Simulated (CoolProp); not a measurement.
R507A at several states: fugacity coefficient from the reference equation and from simpler models built on Tc = 70.6 °C, pc = 3.705 MPa, ω = 0.286; each cubic takes its own stable root.

Computed with CoolProp (reference Helmholtz-energy equation of state, Lemmon 2003). It is a pseudo-pure fit of the blend.

```tsv
T (°C)	p (MPa)	phase	reference	van der Waals	Redlich-Kwong	Soave-Redlich-Kwong	Peng-Robinson
50.15	0.228	gas	0.9724	0.9789	0.9751	0.9744	0.9719
-43.15	1.96	liquid	0.06255	0.2897	0.1136	0.06368	0.06315
170.25	0.165	gas	0.9936	0.9930	0.9929	0.9942	0.9930
```
